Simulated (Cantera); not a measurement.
**Premixed flame**

A freely propagating, adiabatic, planar premixed flame of 9.05 % CH4, 4.43 % H2, 16.9 % O2, 54.2 % N2, 15.4 % H2O, equivalence ratio 1.2, unburnt at 675 K and 180000 Pa; mixture-averaged transport, grid criteria slope 0.08 and curve 0.16, no radiation.

Cantera simulation using GRI-Mech 3.0 (53 species, 325 reactions); the numbers are that mechanism's predictions, not measurements. Burning velocities carry a grid error of a few per cent, more on coarse grids.

```
z (mm)   T (K)  u (m/s)    x CH4    x H2      x O2    x C2H2    x N2O    x NO2
-------  -----  -------  -------  ------  --------  --------  -------  -------
-0.684     675     1.23   0.0905  0.0445     0.169     <1e-8    <1e-8    <1e-8
-0.456     678     1.23   0.0903  0.0448     0.169   1.02e-7    <1e-8    <1e-8
-0.342     689     1.25   0.0896  0.0452     0.168   7.45e-7    <1e-8  1.36e-8
-0.228     757     1.38   0.0854  0.0461     0.164   7.81e-6    <1e-8  9.39e-8
-0.114    1130     2.08   0.0619  0.0477     0.133   9.30e-5    <1e-8  1.37e-7
-0.0570   1505     2.80   0.0353  0.0486    0.0939  0.000272  2.35e-8  4.13e-8
0         1856     3.48  0.00972  0.0470    0.0480  0.000529  4.38e-8    <1e-8
0.0570    2023     3.80  0.00105  0.0421    0.0198  0.000209  5.62e-8    <1e-8
0.114     2076     3.88  6.64e-5  0.0390   0.00947   2.34e-5  6.14e-8    <1e-8
0.228     2123     3.95  3.40e-7  0.0383   0.00476   2.19e-7  5.89e-8    <1e-8
0.456     2174     4.03    <1e-8  0.0378   0.00291     <1e-8  5.09e-8    <1e-8
0.912     2221     4.11    <1e-8  0.0366   0.00160     <1e-8  4.17e-8    <1e-8
1.82      2254     4.16    <1e-8  0.0356  0.000756     <1e-8  3.24e-8    <1e-8
```
x: mole fraction of selected species; z is measured from the peak of heat release.

* **laminar burning velocity**: 123 cm/s
* **thermal thickness**: 0.228 mm
* **peak x(C2H2)**: 0.000529
* **grid points**: 147
